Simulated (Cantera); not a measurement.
Cantera run, input and output.

```python
import numpy as np
import cantera as ct

gas = ct.Solution("gri30.yaml")
gas.TPX = 523, 400000, {'CH3OH': 1, 'O2': 1.15, 'N2': 4.34}
flame = ct.FreeFlame(gas, width=0.015)
flame.set_refine_criteria(ratio=3, slope=0.08, curve=0.16)
flame.transport_model = "unity-Lewis-number"
flame.solve(loglevel=0, auto=True)
z, T = flame.grid, flame.T
thick = (T[-1] - T[0]) / np.gradient(T, z).max()
show = ['CH3OH', 'O2', 'C2H4', 'CH2', 'H2', 'H']
print(f"laminar burning velocity  {flame.velocity[0] * 100:.3f} cm/s")
print(f"burnt temperature         {T[-1]:.1f} K")
print(f"thermal thickness         {thick * 1e3:.4f} mm")
print(f"grid points               {len(z)}")
z0 = z[flame.heat_release_rate.argmax()]
print(f"{'z/mm':>9s}{'T/K':>9s}{'u/(m/s)':>9s}" + "".join(f"{s:>11s}" for s in show))
rows = []
for k in (-3, -2, -1.5, -1, -0.5, -0.25, 0, 0.25, 0.5, 1, 2, 4, 8):
    zz = z0 + k * thick
    rows.append([k * thick, np.interp(zz, z, T), np.interp(zz, z, flame.velocity),
                 *(np.interp(zz, z, flame.X[gas.species_index(s)]) for s in show)])
    print(f"{rows[-1][0] * 1e3:9.3f}{rows[-1][1]:9.1f}{rows[-1][2]:9.3f}" + "".join(f"{x:11.3e}" for x in rows[-1][3:]))
```

Result:

```
laminar burning velocity  63.220 cm/s
burnt temperature         2236.7 K
thermal thickness         0.1002 mm
grid points               147
     z/mm      T/K  u/(m/s)      CH3OH         O2       C2H4        CH2         H2          H
   -0.301    524.2    0.634  1.539e-01  1.771e-01  3.533e-09  1.709e-25  6.183e-05  3.623e-17
   -0.200    529.4    0.640  1.533e-01  1.765e-01  1.853e-08  1.313e-23  3.243e-04  1.070e-15
   -0.150    547.5    0.664  1.511e-01  1.745e-01  7.121e-08  2.060e-21  1.246e-03  5.674e-14
   -0.100    638.0    0.781  1.398e-01  1.642e-01  3.378e-07  4.767e-18  5.914e-03  1.765e-11
   -0.050   1027.1    1.317  8.986e-02  1.184e-01  1.522e-06  2.539e-12  2.665e-02  1.100e-07
   -0.025   1397.6    1.877  4.268e-02  7.497e-02  2.625e-06  4.958e-08  4.622e-02  2.720e-05
    0.000   1790.6    2.510  3.032e-03  3.219e-02  3.024e-06  1.385e-05  5.712e-02  3.432e-03
    0.025   1951.7    2.731  3.406e-06  1.209e-02  1.909e-07  1.637e-06  4.008e-02  1.186e-02
    0.050   2026.4    2.819  2.940e-08  6.261e-03  3.264e-09  1.105e-07  3.705e-02  1.159e-02
    0.100   2104.9    2.911  1.815e-10  3.044e-03  2.608e-12  9.354e-10  3.694e-02  8.426e-03
    0.200   2167.6    2.982  1.974e-13  1.277e-03  2.012e-15  9.577e-13  3.617e-02  5.020e-03
    0.401   2206.2    3.026  4.234e-14  4.298e-04  5.450e-18  5.641e-14  3.541e-02  2.712e-03
    0.802   2225.4    3.047  3.732e-14  1.314e-04  9.978e-20  3.242e-14  3.511e-02  1.461e-03
```

Cantera simulation using GRI-Mech 3.0 (53 species, 325 reactions); the numbers are that mechanism's predictions, not measurements. GRI-Mech 3.0 was tuned for natural gas; its chemistry of methanol as a main component is partial and can be far from experiment. Unity Lewis numbers drop preferential diffusion, which matters most where H2 and H carry the flame. Burning velocities carry a grid error of a few per cent, more on coarse grids.
